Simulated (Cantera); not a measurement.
An adiabatic, constant-pressure homogeneous reactor starts with CH4 : C2H6 : O2 : N2 : CO2 = 1 : 0.079 : 1.9 : 7.13 : 0.51 (molar parts), equivalence ratio 1.2, at 1050 K and 1.28 atm. Integrator tolerance rtol = 1e-08.

Cantera simulation using GRI-Mech 3.0 (53 species, 325 reactions); the numbers are that mechanism's predictions, not measurements.

**Question.** What does this change do: pressure from 1.28 atm to 0.987 atm?

**Answer.** 
```tsv
quantity	before	after
time of steepest temperature rise	48.7 ms	60.4 ms
temperature at 8.00 s	2509 K	2499 K
equilibrium temperature	2509 K	2499 K
x(CH4) at 8.00 s	<1e-12 (gas-phase equilibrium <1e-12)	<1e-12 (gas-phase equilibrium <1e-12)
x(C2H6) at 8.00 s	<1e-12 (gas-phase equilibrium <1e-12)	<1e-12 (gas-phase equilibrium <1e-12)
x(O2) at 8.00 s	0.00274 (gas-phase equilibrium 0.00274)	0.00308 (gas-phase equilibrium 0.00308)
x(C2H2) at 8.00 s	<1e-12 (gas-phase equilibrium <1e-12)	<1e-12 (gas-phase equilibrium <1e-12)
x(O) at 8.00 s	0.000701 (gas-phase equilibrium 0.000701)	0.000804 (gas-phase equilibrium 0.000804)
x(NO2) at 8.00 s	2.76e-7 (gas-phase equilibrium 2.76e-7)	2.70e-7 (gas-phase equilibrium 2.70e-7)
x(N2O) at 8.00 s	1.38e-7 (gas-phase equilibrium 1.38e-7)	1.25e-7 (gas-phase equilibrium 1.25e-7)
```

**Question.** What does this change do: 0.99 parts H2 added?

**Answer.** 
```csv
quantity,before,after
time of steepest temperature rise,48.7 ms,6.43 ms
temperature at 8.00 s,2509 K,2454 K
equilibrium temperature,2509 K,2454 K
x(CH4) at 8.00 s,<1e-12 (gas-phase equilibrium <1e-12),<1e-12 (gas-phase equilibrium <1e-12)
x(C2H6) at 8.00 s,<1e-12 (gas-phase equilibrium <1e-12),<1e-12 (gas-phase equilibrium <1e-12)
x(O2) at 8.00 s,0.00274 (gas-phase equilibrium 0.00274),0.000222 (gas-phase equilibrium 0.000222)
x(C2H2) at 8.00 s,<1e-12 (gas-phase equilibrium <1e-12),<1e-12 (gas-phase equilibrium <1e-12)
x(O) at 8.00 s,0.000701 (gas-phase equilibrium 0.000701),0.000151 (gas-phase equilibrium 0.000151)
x(NO2) at 8.00 s,2.76e-7 (gas-phase equilibrium 2.76e-7),2.06e-8 (gas-phase equilibrium 2.06e-8)
x(N2O) at 8.00 s,1.38e-7 (gas-phase equilibrium 1.38e-7),3.27e-8 (gas-phase equilibrium 3.27e-8)
```

**Question.** What does this change do: pressure from 1.28 atm to 1.00 atm?

**Answer.** 
```tsv
quantity	before	after
time of steepest temperature rise	48.7 ms	59.8 ms
temperature at 8.00 s	2509 K	2499 K
equilibrium temperature	2509 K	2499 K
x(CH4) at 8.00 s	<1e-12 (gas-phase equilibrium <1e-12)	<1e-12 (gas-phase equilibrium <1e-12)
x(C2H6) at 8.00 s	<1e-12 (gas-phase equilibrium <1e-12)	<1e-12 (gas-phase equilibrium <1e-12)
x(O2) at 8.00 s	0.00274 (gas-phase equilibrium 0.00274)	0.00306 (gas-phase equilibrium 0.00306)
x(C2H2) at 8.00 s	<1e-12 (gas-phase equilibrium <1e-12)	<1e-12 (gas-phase equilibrium <1e-12)
x(O) at 8.00 s	0.000701 (gas-phase equilibrium 0.000701)	0.000798 (gas-phase equilibrium 0.000798)
x(NO2) at 8.00 s	2.76e-7 (gas-phase equilibrium 2.76e-7)	2.70e-7 (gas-phase equilibrium 2.70e-7)
x(N2O) at 8.00 s	1.38e-7 (gas-phase equilibrium 1.38e-7)	1.26e-7 (gas-phase equilibrium 1.26e-7)
```
